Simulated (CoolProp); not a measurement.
Properties of octamethyltrisiloxane (MDM) along the isotherm 301.85 °C (Tc = 292.2 °C, pc = 1.438 MPa, ω = 0.528).

Values from CoolProp's reference Helmholtz-energy equation of state, Thol 2017.

```
p (MPa)  phase  density (kg/m³)  cp (kJ/(kg K))  cv (kJ/(kg K))  expansivity (1/kK)  fugacity coefficient
-------  -----  ---------------  --------------  --------------  ------------------  --------------------
0.0719     gas            3.614           2.098               ?               1.849                0.9844
0.144      gas            7.360           2.104           2.062               1.971                0.9689
0.216      gas            11.23           2.111               ?               2.106                0.9534
0.288      gas            15.25           2.118           2.067               2.256                     ?
0.359      gas            19.38           2.126           2.070               2.420                0.9227
0.431      gas            23.73               ?           2.073               2.608                     ?
0.503      gas            28.29           2.146           2.076               2.821                0.8919
0.575      gas            33.08           2.158           2.079               3.064                0.8765
0.647      gas            38.12           2.172           2.083               3.343                0.8612
0.719      gas            43.45           2.188           2.086               3.668                0.8458
```

What belongs in the gaps?


- 0.0719, cv (kJ/(kg K)): 2.059
- 0.216, cv (kJ/(kg K)): 2.064
- 0.288, fugacity coefficient: 0.9379
- 0.431, cp (kJ/(kg K)): 2.136
- 0.431, fugacity coefficient: 0.9073
